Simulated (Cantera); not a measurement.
An isothermal, constant-pressure homogeneous reactor starts with 2.61 % CO, 0.739 % O2, 6.58 % H2O, 90.1 % N2, equivalence ratio 1.8, at 950 K and 750 Torr.

Model: GRI-Mech 3.0 (53 species, 325 reactions), integrated in Cantera.

x: mole fraction; the columns are a selection and need not sum to one.

| t (s) | x CO | x O2 | x H2O | x H2O2 | x NO | x O |
|---|---|---|---|---|---|---|
| 8.00e-5 | 0.0261 | 0.00739 | 0.0658 | <1e-12 | <1e-12 | 4.58e-12 |
| 0.000236 | 0.0261 | 0.00739 | 0.0658 | <1e-12 | <1e-12 | 1.21e-11 |
| 0.000694 | 0.0261 | 0.00739 | 0.0658 | <1e-12 | <1e-12 | 2.78e-11 |
| 0.00204 | 0.0261 | 0.00739 | 0.0658 | <1e-12 | <1e-12 | 4.99e-11 |
| 0.00601 | 0.0261 | 0.00739 | 0.0658 | <1e-12 | <1e-12 | 8.28e-11 |
| 0.0177 | 0.0261 | 0.00739 | 0.0658 | 5.15e-12 | <1e-12 | 3.01e-10 |
| 0.0521 | 0.0261 | 0.00738 | 0.0658 | 5.19e-9 | <1e-12 | 1.18e-8 |
| 0.153 | 0.0259 | 0.00728 | 0.0657 | 2.56e-6 | <1e-12 | 1.57e-7 |
| 0.452 | 0.0248 | 0.00677 | 0.0657 | 3.09e-6 | 5.51e-12 | 1.64e-7 |
| 1.33 | 0.0216 | ___ | 0.0655 | 2.61e-6 | 2.77e-11 | 1.39e-7 |
| 3.92 | 0.0151 | ___ | 0.0655 | 8.32e-7 | 1.29e-10 | 7.22e-8 |
| 11.5 | 0.00949 | ___ | 0.0642 | 1.00e-9 | 3.45e-10 | 1.10e-9 |
| 34.0 | 0.00779 | ___ | 0.0626 | 2.57e-12 | 1.96e-10 | <1e-12 |
| 100 | 0.00726 | ___ | 0.0621 | <1e-12 | 8.47e-11 | <1e-12 |

Some entries are withheld; supply them.


- 1.33, x O2: 0.00530
- 3.92, x O2: 0.00217
- 11.5, x O2: 3.30e-5
- 34.0, x O2: 1.01e-7
- 100, x O2: 5.35e-9
